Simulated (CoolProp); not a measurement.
The numbers come from the reference Helmholtz-energy equation of state, Thol 2014 in CoolProp.

**Question.** Give the vapour pressure (MPa), liquid density (kg/m³), vapour density (kg/m³), liquid cp (kJ/(kg K)) of saturated chloromethane (R40) at 53.75, 72.05 °C.

**Answer.** 
| T (°C) | p (MPa) | liquid density (kg/m³) | vapour density (kg/m³) | liquid cp (kJ/(kg K)) |
|---|---|---|---|---|
| 53.75 | 1.23 | 850 | 27.8 | 1.72 |
| 72.05 | 1.86 | 805 | 42.5 | 1.83 |
